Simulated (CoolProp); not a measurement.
Vapour-liquid equilibrium of R114 (1) + n-hexane (2) at 188 kPa; x and y are mole fractions of (1).

Values from CoolProp's multi-fluid Helmholtz-energy mixture model, Platzer 1990 and Thol 2019; pair parameters Bell 2016. This equation is an older, rougher fit; its heat capacities, sound speeds and derivatives of the liquid may be far off and weren't checked against measurements.

```csv
x,bubble temperature (°C),y at the bubble point,dew temperature at overall composition x (°C),liquid density (mol/L)
0.05,77.8,0.308,(withheld),7.037
0.2,54.7,(withheld),(withheld),(withheld)
0.35,42.7,0.835,75.9,(withheld)
0.5,35.5,0.895,68.3,(withheld)
0.65,30.4,0.933,58.9,(withheld)
0.8,26.2,0.962,46.4,(withheld)
0.95,22.3,0.990,27.9,8.502
```

**Question.** Fill in the missing entries.

**Answer.** 
- 0.05, dew temperature at overall composition x (°C): 88.0
- 0.2, y at the bubble point: 0.706
- 0.2, dew temperature at overall composition x (°C): 82.4
- 0.2, liquid density (mol/L): 7.404
- 0.35, liquid density (mol/L): 7.659
- 0.5, liquid density (mol/L): 7.872
- 0.65, liquid density (mol/L): 8.073
- 0.8, liquid density (mol/L): 8.279

No azeotrope shows between x = 0.05 and 0.95.

Pair parameters are fitted to limited data, so mixtures are less certain than the pure fluids.
